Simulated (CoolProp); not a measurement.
The numbers come from the reference Helmholtz-energy equation of state, Lemmon 2005 in CoolProp. It is a short technical equation, of lower accuracy than the large ones.

Problem. For isobutene, give the phase and the cv (kJ/(kg K)), speed of sound (m/s), expansivity (1/kK), fugacity coefficient at 274.2 K and 4.85 MPa; 375.4 K and 4.85 MPa.

Solution. 
- 274.2 K and 4.85 MPa: liquid; cv 1.57, speed of sound 1050, expansivity 1.76, fugacity coefficient 0.0325
- 375.4 K and 4.85 MPa: liquid; cv 1.91, speed of sound 524, expansivity 3.79, fugacity coefficient 0.337
